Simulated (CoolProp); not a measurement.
cis-2-butene along the isobar 5.66 MPa: density (kg/m³) from the reference equation and from simpler models built on Tc = 162.6 °C, pc = 4.236 MPa, ω = 0.202; each cubic takes its own stable root.

Model: reference Helmholtz-energy equation of state, Lemmon 2005, in CoolProp. It is a short technical equation, of lower accuracy than the large ones.

```tsv
T (°C)	phase	reference	Soave-Redlich-Kwong	Peng-Robinson
-44.25	liquid	696.3	643.4	723.6
-27.55	liquid	679.3	629.8	708.9
-10.85	liquid	662.0	615.1	693.0
5.85	liquid	644.3	599.2	675.8
22.55	liquid	626.1	582.1	656.9
39.25	liquid	607.2	563.4	636.3
55.95	liquid	587.3	543.1	613.6
72.65	liquid	566.2	520.7	588.4
89.35	liquid	543.5	495.8	560.1
106.05	liquid	518.5	467.8	528.0
122.75	liquid	490.1	435.6	490.6
139.45	liquid	456.4	397.1	445.6
156.15	liquid	412.4	348.3	387.8
172.85	supercritical	338.2	276.7	302.2
189.55	supercritical	191.8	176.8	188.0
206.25	supercritical	141.6	135.1	142.7
```
